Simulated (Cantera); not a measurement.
Charge: 1 mol C₂H₅OH, 6.5 mol H₂, 0.17 mol N₂, 0.082 mol CO₂, equilibrated at 95.0 Pa.

Equilibrium computed with Cantera from the NASA thermochemical tables; the gas is ideal and each condensed phase is pure. Candidate condensed phases: C, C₆H₆, C₇H₈, C₈H₁₈, H₂O; 136 gas species. The numbers say what is thermodynamically allowed, not how fast it happens.

x: gas mole fraction; n: condensed amount in mol.

| T (°C) | x H₂ | x CO | x H | x N₂ | x HCN | x C₂H₂ (acetylene) | n C(graphite) |
|---|---|---|---|---|---|---|---|
| 675 | 0.877 | 0.107 | 1.59e-8 | 0.0157 | 2.53e-7 | [?] | 0.918 |
| 825 | 0.877 | 0.107 | 7.51e-7 | 0.0157 | 2.54e-6 | [?] | 0.918 |
| 975 | 0.877 | 0.107 | 1.42e-5 | 0.0157 | 1.46e-5 | [?] | 0.918 |
| 1125 | 0.877 | 0.107 | 0.000144 | 0.0157 | 5.72e-5 | [?] | 0.917 |
| 1275 | 0.876 | 0.107 | 0.000935 | 0.0156 | 0.000172 | [?] | 0.916 |
| 1425 | 0.872 | 0.107 | 0.00438 | 0.0154 | 0.000421 | [?] | 0.912 |
| 1575 | 0.861 | 0.107 | 0.0160 | 0.0151 | 0.000880 | [?] | 0.903 |
| 1725 | 0.831 | 0.105 | 0.0474 | 0.0145 | 0.00160 | [?] | 0.885 |

Question: Complete the blanks.

Answer: 
- 675, x C₂H₂ (acetylene): 2.27e-10
- 825, x C₂H₂ (acetylene): 1.12e-8
- 975, x C₂H₂ (acetylene): 2.13e-7
- 1125, x C₂H₂ (acetylene): 2.15e-6
- 1275, x C₂H₂ (acetylene): 1.37e-5
- 1425, x C₂H₂ (acetylene): 6.29e-5
- 1575, x C₂H₂ (acetylene): 0.000222
- 1725, x C₂H₂ (acetylene): 0.000630
